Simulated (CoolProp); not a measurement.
Properties of R141b along the isobar 20.9 bar (Tc = 204.4 °C, pc = 42.12 bar, ω = 0.220).

Values from CoolProp's reference Helmholtz-energy equation of state, Lemmon 2006. It is a short technical equation, of lower accuracy than the large ones.

```json
[
 {"T (°C)": "96.55", "phase": "liquid", "Z": "0.07311", "cv (kJ/(kg K))": "0.8718", "isothermal compressibility (1/MPa)": "0.004046", "viscosity (µPa s)": "[?]", "Prandtl number": "3.51"},
 {"T (°C)": "103.35", "phase": "liquid", "Z": "[?]", "cv (kJ/(kg K))": "0.8785", "isothermal compressibility (1/MPa)": "[?]", "viscosity (µPa s)": "188", "Prandtl number": "3.41"},
 {"T (°C)": "110.15", "phase": "liquid", "Z": "0.07278", "cv (kJ/(kg K))": "0.8852", "isothermal compressibility (1/MPa)": "0.005055", "viscosity (µPa s)": "[?]", "Prandtl number": "3.32"},
 {"T (°C)": "116.85", "phase": "liquid", "Z": "0.07274", "cv (kJ/(kg K))": "0.8919", "isothermal compressibility (1/MPa)": "0.005704", "viscosity (µPa s)": "165", "Prandtl number": "3.23"},
 {"T (°C)": "123.65", "phase": "liquid", "Z": "0.07281", "cv (kJ/(kg K))": "0.8989", "isothermal compressibility (1/MPa)": "0.006508", "viscosity (µPa s)": "155", "Prandtl number": "[?]"},
 {"T (°C)": "130.45", "phase": "liquid", "Z": "0.07300", "cv (kJ/(kg K))": "0.9059", "isothermal compressibility (1/MPa)": "0.007511", "viscosity (µPa s)": "145", "Prandtl number": "[?]"},
 {"T (°C)": "137.25", "phase": "liquid", "Z": "0.07333", "cv (kJ/(kg K))": "0.9131", "isothermal compressibility (1/MPa)": "0.008793", "viscosity (µPa s)": "135", "Prandtl number": "2.99"},
 {"T (°C)": "144.05", "phase": "liquid", "Z": "0.07382", "cv (kJ/(kg K))": "0.9206", "isothermal compressibility (1/MPa)": "0.01049", "viscosity (µPa s)": "125", "Prandtl number": "2.92"},
 {"T (°C)": "150.85", "phase": "liquid", "Z": "0.07454", "cv (kJ/(kg K))": "0.9284", "isothermal compressibility (1/MPa)": "0.01283", "viscosity (µPa s)": "116", "Prandtl number": "2.85"},
 {"T (°C)": "164.45", "phase": "gas", "Z": "0.7108", "cv (kJ/(kg K))": "0.9521", "isothermal compressibility (1/MPa)": "0.7717", "viscosity (µPa s)": "[?]", "Prandtl number": "0.741"},
 {"T (°C)": "171.25", "phase": "gas", "Z": "0.7336", "cv (kJ/(kg K))": "0.9461", "isothermal compressibility (1/MPa)": "0.7252", "viscosity (µPa s)": "14.7", "Prandtl number": "0.707"},
 {"T (°C)": "178.05", "phase": "gas", "Z": "0.7531", "cv (kJ/(kg K))": "0.9428", "isothermal compressibility (1/MPa)": "0.6914", "viscosity (µPa s)": "[?]", "Prandtl number": "0.681"},
 {"T (°C)": "184.85", "phase": "gas", "Z": "0.7701", "cv (kJ/(kg K))": "0.9415", "isothermal compressibility (1/MPa)": "0.6654", "viscosity (µPa s)": "15.0", "Prandtl number": "0.659"}
]
```

Task: Some entries are withheld; supply them.

Result: 
- 96.55, viscosity (µPa s): 201
- 103.35, Z: 0.07290
- 103.35, isothermal compressibility (1/MPa): 0.004508
- 110.15, viscosity (µPa s): 177
- 123.65, Prandtl number: 3.14
- 130.45, Prandtl number: 3.06
- 164.45, viscosity (µPa s): 14.6
- 178.05, viscosity (µPa s): 14.8

Viscosity comes from a separate model (Huber 2003), an estimate that may be off by 10 % or more. Thermal conductivity comes from a separate model (Huber 2003), an estimate that may be off by 10 % or more.
